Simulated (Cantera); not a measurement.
Feed: 1 mol AlN, 1.4 mol H2O, 2.1 mol N2, at 0.650 bar.

These are equilibrium values from Cantera (NASA tables, ideal gas, pure condensed phases), not measurements of a reactor. Candidate condensed phases: Al, AlN, Al2O3, H2O; 35 gas species. Mutual solubility and eutectic melting of coexisting phases are not modelled. Kinetics and transport are ignored. All values below are at 1200 K.

Base state: N2 0.647, H2 0.353, NH3 2.10e-5 (mole fractions); condensed: AlN(s) + Al2O3(s).

**Question.** What changes in the equilibrium state with this change: H2O from 1.4 to 0.17 mol?

**Answer.** 
```
species         before    after
-------------  -------  -------
N2               0.647    0.927
H2               0.353   0.0731
NH3            2.10e-5  2.36e-6
AlN(s), mol     0.0667    0.887
Al2O3(s), mol    0.467   0.0567
```
